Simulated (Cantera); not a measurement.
Source: NASA polynomial tables (part measured, part estimated), evaluated in Cantera. Values are per mole of reaction as written; species without (g) are pure solids or liquids, kept so even where they would boil at 1 bar.

a) 2 Na + Cl2(g) = 2 NaCl
b) 0.6667 Al + Cl2(g) = 0.6667 AlCl3(g)
c) 0.6667 Al + Cl2(g) = 0.6667 AlCl3

Problem. Order these by ΔG° at 453 K, most negative first.

Solution. a (-739 kJ), c (-394 kJ), b (-375 kJ)
